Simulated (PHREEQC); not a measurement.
Hard or scaling water (model solution)

Make-up at 25 °C: 0.0015 mol/kgw MgCl2, 0.00083 mol/kgw NaHCO3 and 6.8e-05 mol/kgw KCl. Closed to the air; pH follows from the charge balance.

Computed with PHREEQC (ion-association model, phreeqc.dat).

- pH: 8.11
- ionic strength: 0.00537 mol/kgw
- specific conductance: 441 µS/cm
- total alkalinity: 0.830 meq/kg

| species | molality | activity | log γ |
|---|---|---|---|
| Cl- | 0.00307 | 0.00283 | -0.034 |
| Mg+2 | 0.00148 | 0.00110 | -0.131 |
| Na+ | 0.000830 | 0.000768 | -0.034 |
| HCO3- | 0.000796 | 0.000737 | -0.033 |
| K+ | 6.80e-5 | 6.28e-5 | -0.034 |
| CO2 | 1.28e-5 | 1.28e-5 | 0.001 |
| MgHCO3+ | 1.03e-5 | 9.48e-6 | -0.034 |
| CO3-2 | 6.07e-6 | 4.48e-6 | -0.132 |
| MgCO3 | 4.69e-6 | 4.69e-6 | 0.001 |
| OH- | 1.42e-6 | 1.31e-6 | -0.034 |

No solid was allowed to form. Species that the database lacks are ignored.
